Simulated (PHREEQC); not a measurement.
Model water analysis in mg/L, 45 °C, pH 6.67, pe 2.3:

| constituent | mg/L |
|---|---|
| Na | 9.92 |
| K | 3.48 |
| Ca | 18.2 |
| Mg | 0.378 |
| Cl | 9.14 |
| S(6) as SO4 | 55.4 |
| Alkalinity as HCO3 | 1.98 |
| Mn(2) | 0.083 |
| N(-3) as NH4 | 0.339 |
| F | 0.0904 |

Valence states are taken as typed.

Model: ion-association model, phreeqc.dat, run in PHREEQC.

Precipitation was switched off in this run.

Problem. What specific conductance, charge-balance error does the model give?

Solution. specific conductance 265 µS/cm; charge-balance error 1.2 %.

Problem. In which forms is C present?

Solution. HCO3- 71 %, CO2 28 % of the C.

Species that the database lacks are ignored. At this temperature some constants are extrapolated from 25 °C, and those without enthalpy data are left unchanged.
